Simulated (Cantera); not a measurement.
# Fe₂O₃ + H₂ + N₂ (hydrogen reduction and annealing atmospheres)

A closed system holds: 1 mol Fe₂O₃, 64 mol H₂, 1 mol N₂, held at 1748.15 K and 0.100 bar.

Cantera equilibrium calculation (NASA polynomials, part measured and part estimated; ideal gas, pure solids and liquids). Candidate condensed phases: Fe, FeO, Fe(OH)₂, Fe(OH)₃, Fe₂O₃, Fe₃O₄, H₂O; 27 gas species. Equilibrium is a limit: real reactors are often held back by kinetics, nucleation or transport.

| Item | Result |
|---|---|
| x(H₂) | 0.938 |
| x(H₂O) | 0.0461 |
| x(N₂) | 0.0154 |
| x(H) | 0.000701 |
| x(Fe) | 0.000135 |
| x(OH) | 2.01e-6 |
| n(Fe(δ)) | 1.99 mol |
| gas amount | 65.03 mol |
